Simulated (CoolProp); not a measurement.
The fluid at 298.15 K and 4.75 MPa flows at 0.12 m/s in a round tube of 10 mm bore and 1.5 µm roughness, fully developed (64/Re and Nu = 3.66 if laminar; Colebrook and Gnielinski if turbulent). The same conditions are run with several fluids, on thermodynamics alone (safety and materials aside).

The numbers come from the reference Helmholtz-energy equation of state of each fluid (c-C4F8 (RC318): Platzer 1990; R236FA: Pan 2012; R22: Kamei 1995; methanol: de Reuck 1993) in CoolProp. The equations of Platzer and Polt are older, rougher fits.

### Question
Rank c-C4F8 (RC318), R236FA, R22, methanol by Reynolds number, highest first.

### Answer
R22 (10700), R236FA (5330), c-C4F8 (RC318) (4520), methanol (1700)

```tsv
fluid	Darcy friction factor	pressure drop (Pa/m)	heat-transfer coefficient (W/(m² K))	mass flow (kg/h)
c-C4F8 (RC318)	0.0387	42.5	236	51.8
R236FA	0.0369	36.7	284	46.9
R22	0.0306	26.7	432	41.1
methanol	0.0377	21.5	74.1	26.8
```

Transport values come from each fluid's own correlations; those of c-C4F8 (RC318), R236FA, R22 are estimates that may be off by 10 % or more.
